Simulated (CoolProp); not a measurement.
The fluid at 348.7 K and 0.544 MPa flows at 5.6 m/s in a round tube of 25 mm bore and 15 µm roughness, fully developed (64/Re and Nu = 3.66 if laminar; Colebrook and Gnielinski if turbulent). The same conditions are run with several fluids, on thermodynamics alone (safety and materials aside).

Computed with CoolProp (reference Helmholtz-energy equation of state of each fluid (c-C4F8 (RC318): Platzer 1990; CF4 (R14): Platzer 1990; C2F6 (R116): Lemmon 2006; R125: Lemmon 2005; R407C: Lemmon 2003)). The equations of Platzer and Polt are older, rougher fits. Blends and air are pseudo-pure fits.

```json
[
 {"fluid": "c-C4F8 (RC318)", "Reynolds number": "433000", "Darcy friction factor": "0.0184", "pressure drop (Pa/m)": "482", "heat-transfer coefficient (W/(m² K))": "534", "mass flow (kg/h)": "414"},
 {"fluid": "CF4 (R14)", "Reynolds number": "118000", "Darcy friction factor": "0.0203", "pressure drop (Pa/m)": "213", "heat-transfer coefficient (W/(m² K))": "204", "mass flow (kg/h)": "165"},
 {"fluid": "C2F6 (R116)", "Reynolds number": "226000", "Darcy friction factor": "0.0191", "pressure drop (Pa/m)": "321", "heat-transfer coefficient (W/(m² K))": "343", "mass flow (kg/h)": "265"},
 {"fluid": "R125", "Reynolds number": "218000", "Darcy friction factor": "0.0192", "pressure drop (Pa/m)": "285", "heat-transfer coefficient (W/(m² K))": "317", "mass flow (kg/h)": "234"},
 {"fluid": "R407C", "Reynolds number": "165000", "Darcy friction factor": "0.0196", "pressure drop (Pa/m)": "210", "heat-transfer coefficient (W/(m² K))": "244", "mass flow (kg/h)": "168"}
]
```

Transport values come from each fluid's own correlations; those of c-C4F8 (RC318), CF4 (R14), C2F6 (R116) are estimates that may be off by 10 % or more.
